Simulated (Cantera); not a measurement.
A closed system holds: 1 mol SiH4, 19 mol NH3, held at 852 °C and 0.00110 bar.

These are equilibrium values from Cantera (NASA tables, ideal gas, pure condensed phases), not measurements of a reactor. Candidate condensed phases: Si, Si3N4; 18 gas species. Kinetics and transport are ignored.

Base state: H2 0.775, N2 0.225 (mole fractions); condensed: Si3N4(s).

Q: What changes in the equilibrium state with this change: SiH4 replaced by SiHCl3?

A: 
```tsv
species	before	after
H2	0.775	0.699
N2	0.225	0.225
HCl	0	0.0762
Si3N4(s), mol	0.333	0.333
```
Further candidate phases: NH4Cl.
